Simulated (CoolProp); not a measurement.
Vapour pressure (bar) of decamethylcyclopentasiloxane (D5): the reference equation beside estimates from Tc = 618.3 K, pc = 10.78 bar, ω = 0.631. Clausius-Clapeyron is anchored at 352.5 K with a constant enthalpy of vaporisation of 57.24 kJ/mol.

The numbers come from the reference Helmholtz-energy equation of state, Thol 2019 in CoolProp.

| T (K) | reference | Lee-Kesler | Clausius-Clapeyron | van der Waals | Redlich-Kwong | Soave-Redlich-Kwong | Peng-Robinson |
|---|---|---|---|---|---|---|---|
| 297.2 | 0.0001775 | 0.0002827 | 0.0002287 | 0.2282 | 0.01385 | 0.0002773 | 0.0003496 |
| 311 | 0.0005590 | 0.0007950 | 0.0006392 | 0.3118 | 0.02643 | 0.0007836 | 0.0009519 |
| 324.8 | 0.001547 | 0.002011 | 0.001637 | 0.4153 | 0.04705 | 0.001990 | 0.002341 |
| 338.7 | 0.003852 | 0.004668 | 0.003908 | 0.5421 | 0.07924 | 0.004631 | 0.005300 |
| 352.5 | 0.008659 | 0.009937 | 0.008659 | 0.6926 | 0.1264 | 0.009876 | 0.01104 |
| 366.3 | 0.01792 | 0.01971 | 0.01807 | 0.8697 | 0.1929 | 0.01962 | 0.02149 |
| 380.2 | 0.03465 | 0.03691 | 0.03593 | 1.077 | 0.2843 | 0.03678 | 0.03957 |
| 394 | 0.06263 | 0.06512 | 0.06775 | 1.314 | 0.4042 | 0.06497 | 0.06883 |
| 407.8 | 0.1072 | 0.1095 | 0.1224 | 1.583 | 0.5584 | 0.1093 | 0.1143 |
| 421.7 | 0.1754 | 0.1768 | 0.2135 | 1.889 | 0.7537 | 0.1768 | 0.1828 |
| 435.5 | 0.2742 | 0.2738 | 0.3581 | 2.230 | 0.9927 | 0.2742 | 0.2809 |

Absolute difference from the reference over all 11 rows, mean and median: Lee-Kesler 17.4 and 10.0 %, Clausius-Clapeyron 11.8 and 8.2 %, van der Waals 22325.9 and 4753.2 %, Redlich-Kwong 1985.8 and 976.5 %, Soave-Redlich-Kwong 16.5 and 9.5 %, Peng-Robinson 31.0 and 19.9 %.
